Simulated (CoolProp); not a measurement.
Vapour pressure (kPa) of carbon monoxide: the reference equation beside estimates from Tc = -140.3 °C, pc = 3498 kPa, ω = 0.050. Clausius-Clapeyron is anchored at -174.25 °C with a constant enthalpy of vaporisation of 5.222 kJ/mol.

Model: reference Helmholtz-energy equation of state, Lemmon 2006, in CoolProp. It is a short technical equation, of lower accuracy than the large ones.

```
T (°C)   reference  Lee-Kesler  Clausius-Clapeyron  van der Waals  Redlich-Kwong  Soave-Redlich-Kwong  Peng-Robinson
-------  ---------  ----------  ------------------  -------------  -------------  -------------------  -------------
-190.45      114.1       114.2               144.5          374.5          104.3                113.6          115.9
-187.15      162.0       162.1               193.4          464.6          152.3                161.5          163.7
-183.95      221.4       221.6                 [?]          564.8          212.9                221.1          223.0
-180.65      298.4       298.7               323.1          682.1          292.2                298.6          299.7
-177.45      390.3       390.8               405.4          810.1          387.6                391.3          391.4
-174.25      501.4       501.9               501.4          952.7          503.4                503.6          502.4
-170.95      638.3       638.7               615.5            [?]          646.5                642.4            [?]
-167.75      795.1       795.2               741.7           1290          810.3                801.6          796.5
-164.45      984.0       983.4                 [?]           1487           1007                993.5          986.1
-161.25       1196        1194                1048           1694           1227                 1209           1199
-157.95       1447        1444                1231           1926            [?]                 1464           1452
-154.75       1724        1721                1427           2170           1769                 1745           1732
-151.45       2049        2045                1648           2439           2097                 2073           2059
-148.25       2404         [?]                1880           2719           2452                  [?]           2417
```

Question: What belongs in the gaps?

Answer: 
- -183.95, Clausius-Clapeyron: 251.3
- -170.95, van der Waals: 1116
- -170.95, Peng-Robinson: 639.3
- -164.45, Clausius-Clapeyron: 888.8
- -157.95, Redlich-Kwong: 1486
- -148.25, Lee-Kesler: 2401
- -148.25, Soave-Redlich-Kwong: 2429

Absolute difference from the reference over all 14 rows, mean and median: Lee-Kesler 0.1 and 0.1 %, Clausius-Clapeyron 12.7 and 12.9 %, van der Waals 86.9 and 68.5 %, Redlich-Kwong 2.8 and 2.3 %, Soave-Redlich-Kwong 0.7 and 0.7 %, Peng-Robinson 0.5 and 0.4 %.
